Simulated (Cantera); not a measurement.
Input (Python, Cantera):

```python
import numpy as np
import cantera as ct

gas = ct.Solution("h2o2.yaml")
gas.TPX = 1398, 2666, {'H2': 0.021, 'O2': 1}
reactor = ct.IdealGasConstPressureReactor(gas, energy="off", clone=False)
net = ct.ReactorNet([reactor])
net.rtol, net.atol = 1e-08, 1e-18
show = ['H2', 'O2', 'H2O', 'H', 'HO2', 'O', 'H2O2']
times = np.geomspace(3e-05, 1, 10)

steps = ct.SolutionArray(gas, extra=["t"])
rows = []
print(f"{'t/s':>10s}{'T/K':>9s}{'P/Pa':>11s}" + "".join(f"{s:>11s}" for s in show))
for t in times:
    while net.time < t:
        t_next = net.step()
        steps.append(gas.state, t=t_next)
    rows.append([np.interp(t, steps.t, y) for y in (steps.T, steps.P, *steps(*show).X.T)])
    print(f"{t:10.3e}{rows[-1][0]:9.1f}{rows[-1][1]:11.4g}" + "".join(f"{x:11.3e}" for x in rows[-1][2:]))
rate = np.gradient(steps.T, steps.t)
print("integrator steps:", len(steps.t))
if steps.T.max() > steps.T[0] + 200:
    print(f"time of steepest temperature rise: {steps.t[rate.argmax()]:.4e} s")
gas.TPX = 1398, 2666, {'H2': 0.021, 'O2': 1}
gas.equilibrate("TP")
print(f"equilibrium (TP): T = {gas.T:.1f} K  " + "  ".join(f"{s} {gas[s].X[0]:.3e}" for s in show))
```

It prints:

```
       t/s      T/K       P/Pa         H2         O2        H2O          H        HO2          O       H2O2
 3.000e-05   1398.0       2666  2.057e-02  9.794e-01  3.711e-09  1.129e-08  2.750e-08  1.989e-08  6.081e-12
 9.543e-05   1398.0       2666  2.057e-02  9.794e-01  6.805e-08  3.070e-08  8.749e-08  1.247e-07  5.934e-11
 3.035e-04   1398.0       2666  2.056e-02  9.794e-01  2.379e-06  4.069e-07  2.806e-07  2.247e-06  5.393e-10
 9.655e-04   1398.0       2666  1.448e-02  9.740e-01  4.433e-03  6.600e-04  1.983e-06  3.755e-03  4.578e-08
 3.071e-03   1398.0       2666  1.553e-04  9.610e-01  1.859e-02  1.078e-03  1.637e-06  1.658e-02  4.168e-08
 9.769e-03   1398.0       2666  1.376e-04  9.631e-01  1.880e-02  8.925e-04  1.550e-06  1.459e-02  4.037e-08
 3.107e-02   1398.0       2666  9.732e-05  9.679e-01  1.927e-02  5.191e-04  1.312e-06  1.012e-02  3.638e-08
 9.884e-02   1398.0       2666  4.167e-05  9.743e-01  1.994e-02  1.413e-04  8.328e-07  4.220e-03  2.645e-08
 3.144e-01   1398.0       2666  9.313e-06  9.780e-01  2.043e-02  1.464e-05  3.224e-07  9.254e-04  1.277e-08
 1.000e+00   1398.0       2666  1.455e-06  9.790e-01  2.065e-02  8.979e-07  8.612e-08  1.435e-04  4.043e-09
integrator steps: 1198
equilibrium (TP): T = 1398.0 K  H2 5.666e-08  O2 9.792e-01  H2O 2.076e-02  H 6.945e-09  HO2 5.193e-08  O 5.595e-06  H2O2 3.701e-10
```

Model: the H2/O2 subset of GRI-Mech 3.0, which has no nitrogen chemistry, integrated in Cantera. Radical loss at walls, strong at low pressure, is not modelled.
